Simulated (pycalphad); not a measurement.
## Freezing of Si-Al alloys with rising Al

All values are pycalphad results on the COST 507 light-alloy database (1999) (1 atm), not direct measurements. The data set is of 1999 and partly superseded. Phase fractions are per mole of atoms.

Scheil-Gulliver runs (no diffusion in the solid, steps of 4 K) beside full equilibrium.

```
alloy              liquidus (K)  Scheil, half solid (K)  Scheil, 80 % solid (K)  Scheil, invariant end (K)  liquid left at that end  equilibrium solidus (K)
-----------------  ------------  ----------------------  ----------------------  -------------------------  -----------------------  -----------------------
Si-11.46Al (wt.%)          1628                    1558                    1234                        850                     0.13                      850
Si-15.3Al (wt.%)           1607                    1501                     983                        850                     0.18                      850
Si-46.49Al (wt.%)          1361    at the invariant end    at the invariant end                        850                     0.54                      850
```
